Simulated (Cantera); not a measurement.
Charge: 1 mol BF3, 14 mol H2O, 67 mol H2, held at 2300 K and 10.0 mbar.

Cantera equilibrium calculation (NASA polynomials, part measured and part estimated; ideal gas, pure solids and liquids). Candidate condensed phases: B, B2O3, B3O3H3, H2O; 43 gas species. Rates play no part.

Base state: H2 0.732, H2O 0.140, H 0.0828, HF 0.0311, HBO2 0.00672, BOF 0.00347, OH 0.00256, BO 0.000611 (mole fractions); condensed: gas only.

**Question.** What changes in the equilibrium state with this change: temperature from 2300 K to 1698 K?

**Answer.** 
```csv
species,before,after
H2,0.732,0.806
H2O,0.140,0.149
HF,0.0311,0.0318
H,0.0828,0.00130
HBO2,0.00672,0.00757
O,0.000197,1.59e-8
O2,1.58e-5,1.32e-9
BO,0.000611,2.13e-6
```
Gases not in the tables: H3BO3.

**Question.** What changes in the equilibrium state with this change: H2O from 14 to 0.67 mol?

**Answer.** 
| species | before | after |
|---|---|---|
| H2 | 0.732 | 0.867 |
| H | 0.0828 | 0.0901 |
| HF | 0.0311 | 0.0295 |
| H2O | 0.140 | 5.87e-5 |
| BOF | 0.00347 | 0.00662 |
| O2 | 1.58e-5 | <1e-9 |
| BF | 7.76e-7 | 0.00418 |
The tables' values for BF2 are old estimates; treat these amounts as uncertain.

**Question.** What changes in the equilibrium state with this change: temperature from 2300 K to 1200 K?

**Answer.** 
```
species         before    after
------------  --------  -------
H2               0.732    0.810
H2O              0.140    0.151
HF              0.0311   0.0332
H               0.0828  1.78e-6
HBO2           0.00672  0.00323
OH             0.00256  2.64e-9
BO            0.000611    <1e-9
O             0.000197    <1e-9
BO2           0.000147    <1e-9
(HBO2)3          <1e-9  6.85e-5
B2O3(l), mol         0    0.245
```
Gases not in the tables: H3BO3.
